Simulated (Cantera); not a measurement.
What does this Cantera script print?

```python
import numpy as np
import cantera as ct

gas = ct.Solution("gri30.yaml")
gas.TPX = 1400, 21000, {'C2H6': 1, 'N2': 4.2, 'H2O': 0.0064}
reactor = ct.IdealGasConstPressureReactor(gas, energy="off", clone=False)
net = ct.ReactorNet([reactor])
net.rtol, net.atol = 1e-08, 1e-18
show = ['C2H6', 'CH4', 'H', 'C2H', 'HCN']
times = np.geomspace(2e-06, 3, 13)

steps = ct.SolutionArray(gas, extra=["t"])
rows = []
print(f"{'t/s':>10s}{'T/K':>9s}{'P/Pa':>11s}" + "".join(f"{s:>11s}" for s in show))
for t in times:
    while net.time < t:
        t_next = net.step()
        steps.append(gas.state, t=t_next)
    rows.append([np.interp(t, steps.t, y) for y in (steps.T, steps.P, *steps(*show).X.T)])
    print(f"{t:10.3e}{rows[-1][0]:9.1f}{rows[-1][1]:11.4g}" + "".join(f"{x:11.3e}" for x in rows[-1][2:]))
rate = np.gradient(steps.T, steps.t)
print("integrator steps:", len(steps.t))
if steps.T.max() > steps.T[0] + 200:
    print(f"time of steepest temperature rise: {steps.t[rate.argmax()]:.4e} s")
gas.TPX = 1400, 21000, {'C2H6': 1, 'N2': 4.2, 'H2O': 0.0064}
gas.equilibrate("TP")
print(f"equilibrium (TP): T = {gas.T:.1f} K  " + "  ".join(f"{s} {gas[s].X[0]:.3e}" for s in show))
```

Result:

```
       t/s      T/K       P/Pa       C2H6        CH4          H        C2H        HCN
 2.000e-06   1400.0    2.1e+04  1.920e-01  6.503e-07  3.092e-08  9.248e-24  4.721e-18
 6.542e-06   1400.0    2.1e+04  1.920e-01  6.799e-06  3.052e-07  3.679e-20  3.622e-16
 2.140e-05   1400.0    2.1e+04  1.917e-01  6.714e-05  3.083e-06  4.580e-16  5.127e-13
 6.999e-05   1400.0    2.1e+04  1.890e-01  5.606e-04  1.914e-05  4.641e-12  2.833e-10
 2.289e-04   1400.0    2.1e+04  1.716e-01  3.675e-03  3.519e-05  3.243e-10  3.184e-09
 7.489e-04   1400.0    2.1e+04  1.183e-01  1.504e-02  4.220e-05  1.837e-09  6.593e-09
 2.449e-03   1400.0    2.1e+04  3.249e-02  3.875e-02  5.302e-05  7.418e-09  9.227e-09
 8.012e-03   1400.0    2.1e+04  1.724e-03  4.757e-02  2.455e-05  7.175e-09  9.966e-09
 2.621e-02   1400.0    2.1e+04  1.083e-04  4.708e-02  7.351e-06  2.789e-09  9.797e-09
 8.572e-02   1400.0    2.1e+04  2.769e-05  4.623e-02  4.427e-06  1.961e-09  9.603e-09
 2.804e-01   1400.0    2.1e+04  1.415e-05  4.514e-02  4.163e-06  2.096e-09  9.381e-09
 9.172e-01   1400.0    2.1e+04  8.636e-06  4.437e-02  3.927e-06  2.052e-09  9.312e-09
 3.000e+00   1400.0    2.1e+04  8.254e-06  4.308e-02  3.984e-06  2.076e-09  9.357e-09
integrator steps: 1372
equilibrium (TP): T = 1400.0 K  C2H6 3.613e-06  CH4 2.021e-02  H 5.358e-06  C2H 1.662e-09  HCN 9.463e-02
```

Cantera simulation using GRI-Mech 3.0 (53 species, 325 reactions); the numbers are that mechanism's predictions, not measurements. GRI-Mech 3.0 stops at C3 and has no aromatics, soot or wall deposition, so with more carbon than oxygen in the feed, carbon stays in small species such as C2H2 where larger ones or solid carbon would form.
